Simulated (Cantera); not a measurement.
Feed: 1 mol B2O3, a varied amount of HCl, 7.9 mol HF, held at 948.15 K and 790 Pa.

Equilibrium computed with Cantera from the NASA thermochemical tables; the gas is ideal and each condensed phase is pure. Candidate condensed phases: B, B2O3, B3O3H3, H2O; 56 gas species. Gases not in the tables: H3BO3. Rates play no part.

Question: Which condensed phases are stable at each of these points (n(HCl) (mol)): 3.8, 4.6, 5.5, 6.7, 8.1, 9.8, 12, 14, 17, 21, 26, 31?

Answer: 
```csv
n(HCl) (mol),condensed phases,B condensed (%)
3.8,gas only,0.0
4.6,gas only,0.0
5.5,gas only,0.0
6.7,gas only,0.0
8.1,gas only,0.0
9.8,gas only,0.0
12,gas only,0.0
14,gas only,0.0
17,gas only,0.0
21,gas only,0.0
26,gas only,0.0
31,B2O3(l),0.2
```

From 3.8 mol HCl to 26 mol HCl nothing is condensed. At 31 mol HCl the condensed part is B2O3(l).
